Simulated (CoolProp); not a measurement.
Vapour-liquid equilibrium of R113 (1) + acetone (2) at 79.25 °C; x and y are mole fractions of (1).

The numbers come from the multi-fluid Helmholtz-energy mixture model, Marx 1992 and Lemmon 2006; pair parameters Bell 2016 in CoolProp.

```tsv
x	bubble pressure, mixture model (MPa)	bubble pressure, Raoult's law (MPa)	y, mixture model	y, Raoult's law
0.05	0.2266	0.2133	0.109	0.061
0.15	0.2510	0.2182	0.264	0.179
0.25	0.2681	0.2230	0.371	0.291
0.35	0.2797	0.2279	0.452	0.399
0.45	0.2872	0.2328	0.520	0.502
0.55	0.2914	0.2377	0.582	0.601
0.65	0.2926	0.2426	0.645	0.696
0.75	0.2903	0.2475	0.715	0.787
0.85	0.2835	0.2524	0.801	0.875
0.95	0.2701	0.2573	0.919	0.959
```

The largest gap from Raoult's law is +23.4 % in bubble pressure, at x = 0.45. y crosses x between x = 0.55 and 0.65: the model has an azeotrope there.

Pair parameters are fitted to limited data, so mixtures are less certain than the pure fluids.
